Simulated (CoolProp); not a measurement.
A simple Rankine cycle with dimethyl carbonate: condensing at 316.15 K, boiler at 0.338 MPa, turbine inlet 411.4 K, turbine efficiency 0.9, pump efficiency 0.8, no recuperator. Each further row changes one setting.

Model: reference Helmholtz-energy equation of state, Zhou 2011, in CoolProp.

```csv
case,thermal efficiency (%),net work (kJ/kg),heat in (kJ/kg),turbine exit temperature (K),volume ratio over the turbine
as stated,16.9,89.1,528,341.0,17.4
turbine inlet 431.4 K,16.9,94.3,559,360.4,17.3
condensing temperature 308.15 K,18.3,99.1,543,333.0,24.5
boiler pressure 0.237 MPa,15.1,80.2,531,349.9,12.2
turbine efficiency 0.8,15.0,79.1,528,348.6,17.8
```
